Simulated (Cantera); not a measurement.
What does this Cantera script print?

```python
import numpy as np
import cantera as ct

gas_names = """
    CL CL2 H HCL H2 Si SiCL SiCL2 SiCL3 SiCL4 SiH SiHCL3 SiH2 SiH2CL2 SiH3 SiH3CL SiH4 Si2 Si3
""".split()
cond_names = """
    Si(cr) Si(L)
""".split()


def load(file, names, dense=False):
    # The tables refer to 1 bar. Condensed volumes are neglected.
    table = {s.name: s for s in ct.Species.list_from_file(file)}
    out = []
    for n in names:
        d = dict(table[n].input_data)
        d["thermo"] = dict(d["thermo"], **{"reference-pressure": 1e5})
        if dense:
            d["equation-of-state"] = {"model": "constant-volume", "density": "1e6 g/cm^3"}
        out.append(ct.Species.from_dict(d))
    return out


gas = ct.Solution(thermo="ideal-gas", species=load("nasa_gas.yaml", gas_names))
cond = {s.name: ct.Solution(thermo="fixed-stoichiometry", species=[s], name=s.name)
        for s in load("nasa_condensed.yaml", cond_names, dense=True)}
atoms = {
    'SiCl4': {'Si': 1, 'CL': 4},
    'HCl': {'H': 1, 'CL': 1},
    'H2': {'H': 2},
}
top_T = {}  # K; cautious upper limits of use, not melting points


def equilibrate(T, P, feed):
    n = {}
    for name, mol in feed.items():
        for a, k in atoms[name].items():
            n[a] = n.get(a, 0.0) + k * mol
    gas.TPX = T, P, n
    mass = sum(n.values()) * gas.mean_molecular_weight
    gas.equilibrate("TP")
    valid = [c for c in cond.values() if c.min_temp <= T <= top_T.get(c.name, c.max_temp)]
    mix = ct.Mixture([(gas, mass / gas.mean_molecular_weight)] + [(c, 0.0) for c in valid])
    mix.T, mix.P = T, P
    mix.equilibrate("TP", solver="vcs", rtol=1e-11, max_steps=5000)
    return mix


results = []
feed = {'SiCl4': 1, 'HCl': 2.3, 'H2': 0.67}  # mol
P = 59000  # Pa
for T in [925, 975, 1025, 1075, 1125, 1175, 1225, 1275]:
    mix = equilibrate(T, P, feed)
    results.append((T, P, feed, dict(zip(mix.species_names, mix.species_moles))))
    x = sorted(zip(gas.X, gas.species_names), reverse=True)
    print(f"T = {T:g} K  P = {P:g} Pa  gas = {mix.phase_moles(0):.4g} mol")
    print("   x: " + "  ".join(f"{s} {v:.3e}" for v, s in x if v > 1e-05))
    print("   condensed (mol): " + ("  ".join(f"{mix.phase(i).name} {mix.phase_moles(i):.4g}"
          for i in range(1, mix.n_phases) if mix.phase_moles(i) > 1e-12) or "none"))
```

It prints:

```
T = 925 K  P = 59000 Pa  gas = 3.97 mol
   x: HCL 5.796e-01  SiCL4 2.516e-01  H2 1.685e-01  SiHCL3 2.658e-04
   condensed (mol): none
T = 975 K  P = 59000 Pa  gas = 3.97 mol
   x: HCL 5.798e-01  SiCL4 2.515e-01  H2 1.683e-01  SiHCL3 4.174e-04  SiCL3 1.657e-05
   condensed (mol): none
T = 1025 K  P = 59000 Pa  gas = 3.97 mol
   x: HCL 5.800e-01  SiCL4 2.512e-01  H2 1.681e-01  SiHCL3 6.258e-04  SiCL3 4.730e-05
   condensed (mol): none
T = 1075 K  P = 59000 Pa  gas = 3.97 mol
   x: HCL 5.803e-01  SiCL4 2.508e-01  H2 1.678e-01  SiHCL3 9.012e-04  SiCL3 1.221e-04
   condensed (mol): none
T = 1125 K  P = 59000 Pa  gas = 3.971 mol
   x: HCL 5.808e-01  SiCL4 2.503e-01  H2 1.673e-01  SiHCL3 1.253e-03  SiCL3 2.886e-04
   condensed (mol): none
T = 1175 K  P = 59000 Pa  gas = 3.971 mol
   x: HCL 5.815e-01  SiCL4 2.495e-01  H2 1.667e-01  SiHCL3 1.686e-03  SiCL3 6.315e-04  SiCL2 1.562e-05
   condensed (mol): none
T = 1225 K  P = 59000 Pa  gas = 3.973 mol
   x: HCL 5.825e-01  SiCL4 2.482e-01  H2 1.657e-01  SiHCL3 2.203e-03  SiCL3 1.289e-03  SiCL2 5.295e-05
   condensed (mol): none
T = 1275 K  P = 59000 Pa  gas = 3.976 mol
   x: HCL 5.841e-01  SiCL4 2.461e-01  H2 1.643e-01  SiHCL3 2.795e-03  SiCL3 2.469e-03  SiCL2 1.612e-04
   condensed (mol): none
```

Method: chemical equilibrium by Gibbs-energy minimisation in Cantera with the NASA 1993 tables (ideal gas, pure condensed phases). The tables' values for SiCl3 are old estimates; treat these amounts as uncertain.
